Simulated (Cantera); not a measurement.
Feed: 1 mol NaCl, 0.63 mol HF, 0.16 mol N2, 1.4 mol HCl, equilibrated at 1330 Pa.

Equilibrium computed with Cantera from the NASA thermochemical tables; the gas is ideal and each condensed phase is pure. Candidate condensed phases: NH4Cl, Na, NaCl, NaF; 33 gas species. The numbers say what is thermodynamically allowed, not how fast it happens.

x: gas mole fraction; nothing condenses.

```
T (°C)  x HCl  x NaCl   x HF    x N2     x Cl     x H2     x NaF
------  -----  ------  -----  ------  -------  -------  --------
1400    0.433   0.310  0.196  0.0500  0.00608  0.00300  0.000920
1450    0.430   0.310  0.196  0.0500  0.00826  0.00405   0.00107
1500    0.427   0.310  0.195  0.0499      ___      ___       ___
1550    0.423   0.309  0.195  0.0498   0.0145  0.00698   0.00143
1600    0.418   0.308  0.194  0.0497      ___      ___       ___
1650    0.412   0.307  0.193  0.0495   0.0239   0.0112   0.00185
1700    0.405   0.305  0.192  0.0493   0.0300   0.0139   0.00209
```

Fill in the missing entries.


- 1500, x Cl: 0.0110
- 1500, x H2: 0.00537
- 1500, x NaF: 0.00124
- 1600, x Cl: 0.0187
- 1600, x H2: 0.00892
- 1600, x NaF: 0.00163
